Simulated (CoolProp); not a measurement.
A closed Brayton cycle with carbon dioxide: compressor inlet 322.15 K and 9.1 MPa, high pressure 21.1 MPa, turbine inlet 780 K, compressor efficiency 0.8, turbine efficiency 0.93, recuperator effectiveness 0 (on enthalpy, no pinch check). Each further row changes one setting.

Model: reference Helmholtz-energy equation of state, Span 1996, in CoolProp.

```
case                           thermal efficiency (%)  net work (kJ/kg)  compressor to turbine work  compressor exit (K)  turbine exit (K)
-----------------------------  ----------------------  ----------------  --------------------------  -------------------  ----------------
as stated                                        13.1              70.1                        0.35                384.4             679.0
turbine inlet 730 K                              13.1              62.0                        0.38                384.4             632.8
compressor inlet 332.15 K                        12.6              62.5                        0.42                403.9             679.0
high pressure 17.9 MPa                           10.8              58.9                        0.33                371.9             698.4
recuperator effectiveness 0.5                    19.3              70.1                        0.35                384.4             679.0
```
